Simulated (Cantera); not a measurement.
Input (Python, Cantera):

```python
import numpy as np
import cantera as ct

gas = ct.Solution("gri30.yaml")
gas.TPX = 1325, 490000, {'CH4': 1, 'CO': 0.048, 'O2': 2.02, 'N2': 17.6}
reactor = ct.IdealGasConstPressureReactor(gas, energy="on", clone=False)
net = ct.ReactorNet([reactor])
net.rtol, net.atol = 1e-08, 1e-16
show = ['CH4', 'CO', 'O2', 'OH', 'N2O', 'NO2', 'H2O2']
times = np.geomspace(7e-06, 1, 15)

steps = ct.SolutionArray(gas, extra=["t"])
rows = []
print(f"{'t/s':>10s}{'T/K':>9s}{'P/Pa':>11s}" + "".join(f"{s:>11s}" for s in show))
for t in times:
    while net.time < t:
        t_next = net.step()
        steps.append(gas.state, t=t_next)
    rows.append([np.interp(t, steps.t, y) for y in (steps.T, steps.P, *steps(*show).X.T)])
    print(f"{t:10.3e}{rows[-1][0]:9.1f}{rows[-1][1]:11.4g}" + "".join(f"{x:11.3e}" for x in rows[-1][2:]))
rate = np.gradient(steps.T, steps.t)
print("integrator steps:", len(steps.t))
if steps.T.max() > steps.T[0] + 200:
    print(f"time of steepest temperature rise: {steps.t[rate.argmax()]:.4e} s")
gas.TPX = 1325, 490000, {'CH4': 1, 'CO': 0.048, 'O2': 2.02, 'N2': 17.6}
gas.equilibrate("HP")
print(f"equilibrium (HP): T = {gas.T:.1f} K  " + "  ".join(f"{s} {gas[s].X[0]:.3e}" for s in show))
```

It prints:

```
       t/s      T/K       P/Pa        CH4         CO         O2         OH        N2O        NO2       H2O2
 7.000e-06   1325.0    4.9e+05  4.838e-02  2.322e-03  9.774e-02  2.564e-10  9.217e-14  4.738e-23  8.093e-10
 1.634e-05   1325.0    4.9e+05  4.838e-02  2.322e-03  9.774e-02  5.038e-10  4.139e-13  7.093e-22  3.332e-09
 3.815e-05   1325.0    4.9e+05  4.838e-02  2.322e-03  9.774e-02  1.213e-09  1.970e-12  1.165e-20  1.067e-08
 8.907e-05   1325.0    4.9e+05  4.838e-02  2.322e-03  9.773e-02  3.272e-09  9.200e-12  2.252e-19  2.477e-08
 2.079e-04   1325.0    4.9e+05  4.837e-02  2.322e-03  9.773e-02  9.242e-09  3.773e-11  4.778e-18  3.790e-08
 4.854e-04   1325.2    4.9e+05  4.833e-02  2.322e-03  9.771e-02  1.883e-08  1.278e-10  8.672e-17  4.619e-08
 1.133e-03   1325.9    4.9e+05  4.818e-02  2.330e-03  9.761e-02  3.208e-08  4.629e-10  1.641e-15  9.511e-08
 2.646e-03   1329.7    4.9e+05  4.741e-02  2.451e-03  9.711e-02  9.570e-08  2.311e-09  4.974e-14  3.485e-07
 6.177e-03   2301.0    4.9e+05  5.494e-17  5.267e-03  2.896e-03  1.762e-03  2.404e-07  3.210e-08  5.340e-08
 1.442e-02   2304.5    4.9e+05  5.183e-17  4.926e-03  2.530e-03  1.611e-03  2.168e-07  1.229e-07  4.670e-08
 3.366e-02   2302.3    4.9e+05  5.779e-17  5.037e-03  2.343e-03  1.567e-03  2.123e-07  2.643e-07  4.468e-08
 7.859e-02   2300.3    4.9e+05  6.389e-17  5.144e-03  2.181e-03  1.528e-03  2.103e-07  3.818e-07  4.288e-08
 1.835e-01   2299.8    4.9e+05  6.556e-17  5.172e-03  2.140e-03  1.518e-03  2.101e-07  4.102e-07  4.243e-08
 4.283e-01   2299.7    4.9e+05  6.560e-17  5.173e-03  2.139e-03  1.518e-03  2.101e-07  4.108e-07  4.242e-08
 1.000e+00   2299.7    4.9e+05  6.560e-17  5.173e-03  2.139e-03  1.518e-03  2.101e-07  4.108e-07  4.242e-08
integrator steps: 2210
time of steepest temperature rise: 5.3432e-03 s
equilibrium (HP): T = 2299.7 K  CH4 8.131e-17  CO 5.173e-03  O2 2.139e-03  OH 1.518e-03  N2O 2.101e-07  NO2 4.108e-07  H2O2 4.242e-08
```

Detailed kinetics in Cantera: GRI-Mech 3.0 (53 species, 325 reactions).
